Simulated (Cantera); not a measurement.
An adiabatic, constant-pressure homogeneous reactor starts with CH4 : O2 : N2 = 1 : 2.13 : 8 (molar parts), equivalence ratio 0.94, at 1523 K and 2.76 atm.

Cantera simulation using GRI-Mech 3.0 (53 species, 325 reactions); the numbers are that mechanism's predictions, not measurements.

One state of this run: T (K) = 2796; x CH4 = <1e-12; x O2 = 0.0227; x OH = 0.0179; x HO2 = 8.46e-6; x NO = 0.0113; x NO2 = 4.18e-6; x H = 0.00548. x: mole fraction; the columns are a selection and need not sum to one.

Problem. Which value of t (s) does it belong to?
A. 0.00145
B. 8.00e-6
C. 0.0330
D. 0.000514

Solution. C, 0.0330
